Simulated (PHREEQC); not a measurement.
**Acid rinse or clean**

Make-up at 20 °C: 0.0064 mol HCl, 0.00017 mol NaCl and 0.00042 mol MnSO4 per kg of water. Closed to the air; pH follows from the charge balance.

Model: Pitzer model, pitzer.dat, run in PHREEQC.

Each row changes one thing in this solution. This is a speciation only: nothing precipitates in the calculation.

```tsv
case	pH	SO4-2 (mol/kgw)	HSO4- (mol/kgw)	SI of Halite (NaCl)	SI of Mirabilite (Na2SO4:10H2O)
as made	2.24	0.000313	0.000107	-7.60	-9.84
MnSO4 from 0.00042 to 0.00021 mol/kgw	2.23	0.000155	5.49e-5	-7.60	-10.13
NaCl from 0.00017 to 8.5e-05 mol/kgw	2.24	0.000313	0.000107	-7.91	___
NaCl from 0.00017 to 0.000153 mol/kgw	2.24	0.000313	0.000107	-7.65	___
temperature from 20 to 15 °C	2.24	0.000323	9.72e-5	-7.59	-9.58
```

Complete the blanks.


- NaCl from 0.00017 to 8.5e-05 mol/kgw, SI of Mirabilite (Na2SO4:10H2O): -10.44
- NaCl from 0.00017 to 0.000153 mol/kgw, SI of Mirabilite (Na2SO4:10H2O): -9.93
